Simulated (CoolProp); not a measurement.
100 sccm (0 °C, 1 atm) of nitrogen bubbles through liquid water at 349.4 K and leaves saturated at a total pressure of 0.15 MPa (ideal gas phase). Each further row changes one setting.

Model: reference Helmholtz-energy equation of state, Wagner 2002, in CoolProp.

```csv
case,vapour pressure (kPa),mole fraction of vapour,delivery (mg/min),delivery (sccm),change of delivery for a bath 1 K warmer (%)
as stated,40.7,0.271,(withheld),(withheld),5.9
bath temperature 354.4 K,49.9,(withheld),40.0,(withheld),(withheld)
total pressure 0.3 MPa,40.7,(withheld),(withheld),(withheld),4.9
```

### Question
Complete the blanks.

### Answer

- as stated, delivery (mg/min): 29.9
- as stated, delivery (sccm): 37.2
- bath temperature 354.4 K, mole fraction of vapour: 0.332
- bath temperature 354.4 K, delivery (sccm): 49.8
- bath temperature 354.4 K, change of delivery for a bath 1 K warmer (%): 6.2
- total pressure 0.3 MPa, mole fraction of vapour: 0.136
- total pressure 0.3 MPa, delivery (mg/min): 12.6
- total pressure 0.3 MPa, delivery (sccm): 15.7
